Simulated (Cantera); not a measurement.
What does this Cantera script print?

```python
import numpy as np
import cantera as ct

gas_names = """
    CL CL2 H HCL H2 N NH NH2 NH3 N2 N2H2 N2H4 Si SiCL SiCL2 SiCL3 SiCL4 SiH SiHCL3 SiH2 SiH2CL2 SiH3
    SiH3CL SiH4 SiN Si2 Si2N Si3
""".split()
cond_names = """
    NH4CL(a) NH4CL(b) Si(cr) Si(L) Si3N4(a)
""".split()


# ... load() reads the species with a 1 bar reference pressure and builds the phases ...
atoms = {
    'SiH2Cl2': {'Si': 1, 'H': 2, 'CL': 2},
    'NH3': {'N': 1, 'H': 3},
    'H2': {'H': 2},
}
top_T = {'Si3N4(a)': 2400}  # K; cautious upper limits of use, not melting points


# ... equilibrate(T, P, feed) seeds the gas with the atoms and calls Mixture.equilibrate('TP', solver="vcs", rtol=1e-11, max_steps=5000) ...
results = []
feed = {'SiH2Cl2': 1, 'NH3': 2.1, 'H2': 0.29}  # mol
T = 773  # K
P = 100000  # Pa
mix = equilibrate(T, P, feed)
results.append((T, P, feed, dict(zip(mix.species_names, mix.species_moles))))
x = sorted(zip(gas.X, gas.species_names), reverse=True)
print(f"T = {T:g} K  P = {P:g} Pa  gas = {mix.phase_moles(0):.4g} mol")
print("   x: " + "  ".join(f"{s} {v:.3e}" for v, s in x if v > 0.001))
print("   condensed (mol): " + ("  ".join(f"{mix.phase(i).name} {mix.phase_moles(i):.4g}"
      for i in range(1, mix.n_phases) if mix.phase_moles(i) > 1e-12) or "none"))
```

Result:

```
T = 773 K  P = 100000 Pa  gas = 5.761 mol
   x: H2 6.575e-01  HCL 2.245e-01  N2 8.669e-02  SiCL4 3.064e-02
   condensed (mol): Si3N4(a) 0.2744
```

Equilibrium computed with Cantera from the NASA thermochemical tables; the gas is ideal and each condensed phase is pure.
